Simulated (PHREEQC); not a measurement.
0.19 g of hydrous ferric oxide (600 m²/g; 0.2 weak and 0.005 strong sites per Fe, Dzombak-Morel constants, diffuse double layer) in 1 kg of water with 0.3 mol/kgw of an inert sodium salt and 3.1e-05 mol H3BO3 and 5.6e-07 mol NiCl2, at 25 °C; the pH is set by adding NaOH or the inert anion's acid. Oxygen alone is held at its pressure in air (log pO2 = -0.68). No CO2 enters from the air. Precipitation was switched off in this run.

Base run: PHREEQC, ion-association model, wateq4f.dat. Each further column changes one thing. The table gives Ni sorbed (%).

```
pH     base  no electrostatic term (-no_edl)  background salt from 0.3 to 0.03 mol/kgw  oxide from 0.19 to 0.95 g/kgw  0.00018 mol/kgw ZnSO4 added
----  -----  -------------------------------  ----------------------------------------  -----------------------------  ---------------------------
3       0.0                              0.0                                       0.0                            0.0                          0.0
3.38    0.0                              0.0                                       0.0                            0.0                          0.0
4.12    0.0                              0.0                                       0.0                            0.0                          0.0
4.5     0.0                              0.0                                       0.0                            0.2                          0.0
5.25    0.8                              1.2                                       0.8                            3.9                          0.6
5.62    3.5                              6.2                                       3.6                           15.5                          1.3
6.38   42.9                             66.0                                      44.7                           79.2                          5.1
6.75   76.3                             90.2                                      78.8                           94.3                         12.9
7.5    98.4                             99.3                                      98.9                           99.7                         48.1
7.88   99.7                             99.8                                      99.8                           99.9                         69.8
8.62  100.0                             99.9                                     100.0                          100.0                         94.9
9     100.0                            100.0                                     100.0                          100.0                         98.3
```

The oxide is taken as insoluble; below pH 4 it would dissolve.
